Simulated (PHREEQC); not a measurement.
**Ultrapure water in contact with air or piping (model solution)**

A made-up water analysis in mg/L, 20 °C, pH 6.64, pe 12.8:

```tsv
constituent	mg/L
Na	0.0247
K	0.00935
Ca	0.033
Mg	0.0352
Cl	0.126
S(6) as SO4	0.0542
Alkalinity as HCO3	0.0197
Si as SiO2	0.00077
```

Valence states are taken as typed.

Equilibrium calculation in PHREEQC: ion-association model, phreeqc.dat.

No solid was allowed to form.

Estimate the charge-balance error.

charge-balance error 7.5 %.

In which forms is C present?

HCO3- 65 %, CO2 35 % of the C.

Complexes and solids missing from the database can't appear.
